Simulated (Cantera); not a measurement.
Cantera run:

```python
import numpy as np
import cantera as ct

gas_names = """
    Cu CuF CuF2 Cu2 F F2 H HF H2 H2F2 H3F3 H4F4 H5F5 H6F6 H7F7
""".split()
cond_names = """
    Cu(cr) Cu(L) CuF2(s) CuF2(L)
""".split()


# ... load() reads the species with a 1 bar reference pressure and builds the phases ...
atoms = {
    'Cu': {'Cu': 1},
    'F2': {'F': 2},
    'H2': {'H': 2},
}
top_T = {}  # K; cautious upper limits of use, not melting points


# ... equilibrate(T, P, feed) seeds the gas with the atoms and calls Mixture.equilibrate('TP', solver="vcs", rtol=1e-11, max_steps=5000) ...
results = []
feed = {'Cu': 1, 'F2': 0.67, 'H2': 4.8}  # mol
P = 260  # Pa
for T in [525, 600, 675, 750, 825, 900, 975, 1050, 1125, 1200, 1275, 1350, 1425]:
    mix = equilibrate(T, P, feed)
    results.append((T, P, feed, dict(zip(mix.species_names, mix.species_moles))))

top = {s: max(r[3][s] / sum(r[3][g] for g in gas_names) for r in results) for s in gas_names}
cols = sorted((s for s in top if top[s] > 1e-05), key=lambda s: -top[s])[:5]
seen = [c for c in cond_names if any(r[3].get(c, 0) > 1e-12 for r in results)]
print("log10 of partial pressures in bar; condensed amounts in mol")
print(f"{'T/K':>10s}" + "".join(f"{s[:9]:>10s}" for s in cols + seen))
for T, P, feed, n in results:
    ng = sum(n[g] for g in gas_names)
    print(f"{T:10.4g}" + "".join(f"{np.log10(max(n[s] / ng * P / 1e5, 1e-99)):10.3f}" for s in cols)
          + "".join(f"{n.get(c, 0):10.4g}" for c in seen))
```

It prints:

```
log10 of partial pressures in bar; condensed amounts in mol
       T/K        H2        HF        Cu         H       CuF    Cu(cr)     Cu(L)
       525    -2.707    -3.196   -26.659   -20.420   -23.313         1         0
       600    -2.707    -3.196   -22.476   -17.689   -20.095         1         0
       675    -2.707    -3.196   -19.226   -15.560   -17.597         1         0
       750    -2.707    -3.196   -16.630   -13.853   -15.601         1         0
       825    -2.707    -3.196   -14.509   -12.454   -13.970         1         0
       900    -2.707    -3.196   -12.744   -11.286   -12.613         1         0
       975    -2.707    -3.196   -11.254   -10.295   -11.467         1         0
      1050    -2.707    -3.196    -9.978    -9.444   -10.486         1         0
      1125    -2.707    -3.196    -8.874    -8.706    -9.638         1         0
      1200    -2.707    -3.196    -7.911    -8.058    -8.897         1         0
      1275    -2.707    -3.196    -7.063    -7.486    -8.245    0.9998         0
      1350    -2.707    -3.196    -6.310    -6.976    -7.667    0.9989         0
      1425    -2.707    -3.196    -5.663    -6.520    -7.176         0    0.9953
```

These are equilibrium values from Cantera (NASA tables, ideal gas, pure condensed phases), not measurements of a reactor.
